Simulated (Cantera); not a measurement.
Input: 1 mol Si, 5.5 mol HBr, 82 mol H2, equilibrated at 2.50 Pa.

These are equilibrium values from Cantera (NASA tables, ideal gas, pure condensed phases), not measurements of a reactor. Candidate condensed phases: Br2, Si; 19 gas species. Rates play no part.

**Question.** What share of the Si ends up in condensed phases as a function of T (°C), at 202, 252, 302, 352, 402, 452, 502, 552, 602, 652, 702, 752, 802, 852?

**Answer.** 
```
T (°C)  Si condensed (%)     as
------  ----------------  -----
202                  0.0      -
252                  0.0      -
302                  0.0      -
352                  0.0      -
402                  0.0      -
452                  0.0      -
502                  2.2  Si(s)
552                 27.8  Si(s)
602                 53.2  Si(s)
652                 66.9  Si(s)
702                 68.9  Si(s)
752                 66.9  Si(s)
802                 64.1  Si(s)
852                 61.5  Si(s)
```
